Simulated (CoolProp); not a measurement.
The numbers come from the reference Helmholtz-energy equation of state, Setzmann 1991 in CoolProp.

Question: Give the vapour pressure (MPa), vapour Z, vapour viscosity (µPa s) of saturated methane at 140.5, 185.9 K.

Answer: 
```json
[
 {"T (K)": "140.5", "p (MPa)": "0.658", "vapour Z": "0.868", "vapour viscosity (µPa s)": "5.43"},
 {"T (K)": "185.9", "p (MPa)": "3.97", "vapour Z": "0.484", "vapour viscosity (µPa s)": "10.2"}
]
```

Viscosity comes from a separate model (Quiñones-Cisneros 2006).
